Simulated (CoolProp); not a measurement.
R236EA along the isobar 3.78 MPa: Z from the reference equation and from simpler models built on Tc = 412.4 K, pc = 3.414 MPa, ω = 0.368; each cubic takes its own stable root.

The numbers come from the reference Helmholtz-energy equation of state, Rui 2013 in CoolProp.

```
T (K)   phase  reference
-----  ------  ---------
350.3  liquid     0.1563
355.1  liquid     0.1565
359.8  liquid     0.1570
364.6  liquid     0.1576
369.3  liquid     0.1584
374    liquid     0.1595
378.8  liquid     0.1609
383.5  liquid     0.1627
388.3  liquid     0.1650
393    liquid     0.1679
397.8  liquid     0.1718
402.5  liquid     0.1770
407.3  liquid     0.1849
412    liquid     0.1982
```

Task: How far does each simpler model (Redlich-Kwong, Soave-Redlich-Kwong, Peng-Robinson) lie from the reference over these 14 states: mean and median of the absolute difference, and the worst?

Result: 
- Redlich-Kwong: mean 22.3 %, median 21.8 %, worst +27.3 % at 412 K and 3.78 MPa
- Soave-Redlich-Kwong: mean 16.8 %, median 15.6 %, worst +26.9 % at 412 K and 3.78 MPa
- Peng-Robinson: mean 4.4 %, median 2.6 %, worst +15.0 % at 412 K and 3.78 MPa
